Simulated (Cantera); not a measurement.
A freely propagating, adiabatic, planar premixed flame of CH₄ : O₂ : N₂ : H₂O = 1 : 2.22 : 9.11 : 0.63 (molar parts), equivalence ratio 0.90, unburnt at 650 K and 3750 Torr; mixture-averaged transport, grid criteria slope 0.08 and curve 0.16, no radiation.

Cantera simulation using GRI-Mech 3.0 (53 species, 325 reactions); the numbers are that mechanism's predictions, not measurements. Burning velocities carry a grid error of a few per cent, more on coarse grids.

### Question
Predict: laminar burning velocity; thermal thickness; peak x(C₂H₆); peak x(OH).

### Answer
```json
{
 "laminar_burning_velocity": "54.2 cm/s",
 "thermal_thickness": "0.135 mm",
 "peak x(C₂H₆)": "0.000641",
 "peak x(OH)": "0.00591"
}
```
